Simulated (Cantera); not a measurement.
An isothermal, constant-pressure homogeneous reactor starts with 16.4 % C2H6, 83.6 % N2, at 1375 K and 0.0132 atm.

Detailed kinetics in Cantera: GRI-Mech 3.0 (53 species, 325 reactions). GRI-Mech 3.0 stops at C3 and has no aromatics, soot or wall deposition, so with more carbon than oxygen in the feed, carbon stays in small species such as C2H2 where larger ones or solid carbon would form. Radical loss at walls, strong at low pressure, is not modelled.

x: mole fraction; the columns are a selection and need not sum to one.

| t (s) | x C2H6 | x C2H2 | x CH4 | x C2H | x CH3 | x HCN | x C2H4 |
|---|---|---|---|---|---|---|---|
| 2.00e-5 | 0.164 | <1e-12 | 3.56e-7 | <1e-12 | 4.79e-5 | <1e-12 | 2.15e-8 |
| 6.53e-5 | 0.164 | 1.53e-12 | 3.75e-6 | <1e-12 | 0.000154 | <1e-12 | 6.98e-7 |
| 0.000213 | 0.164 | 4.17e-10 | 3.85e-5 | <1e-12 | 0.000474 | <1e-12 | 2.31e-5 |
| 0.000696 | 0.162 | 2.90e-7 | 0.000362 | <1e-12 | 0.00129 | 1.92e-10 | 0.000694 |
| 0.00227 | 0.148 | 7.31e-5 | 0.00312 | 3.69e-10 | 0.00321 | 6.52e-9 | 0.00964 |
| 0.00742 | 0.0945 | 0.00241 | 0.0183 | ___ | 0.00376 | 2.19e-8 | 0.0456 |
| 0.0242 | 0.0191 | 0.0191 | 0.0480 | ___ | 0.00173 | 3.62e-8 | 0.0806 |
| 0.0792 | 0.000812 | 0.0479 | 0.0544 | ___ | 0.000329 | 4.03e-8 | 0.0619 |
| 0.258 | 4.14e-5 | 0.0659 | 0.0535 | ___ | 8.20e-5 | 3.98e-8 | 0.0425 |
| 0.844 | 4.71e-6 | 0.0794 | 0.0527 | ___ | 3.07e-5 | 3.93e-8 | 0.0276 |
| 2.76 | 3.21e-6 | 0.0946 | 0.0517 | ___ | 2.79e-5 | 3.86e-8 | 0.0106 |
| 9.00 | 3.94e-6 | 0.104 | 0.0506 | ___ | 3.31e-5 | 3.83e-8 | 0.000621 |

Some entries are withheld; supply them.


- 0.00742, x C2H: 4.05e-9
- 0.0242, x C2H: 1.74e-8
- 0.0792, x C2H: 1.22e-8
- 0.258, x C2H: 4.22e-9
- 0.844, x C2H: 1.91e-9
- 2.76, x C2H: 2.08e-9
- 9.00, x C2H: 2.75e-9
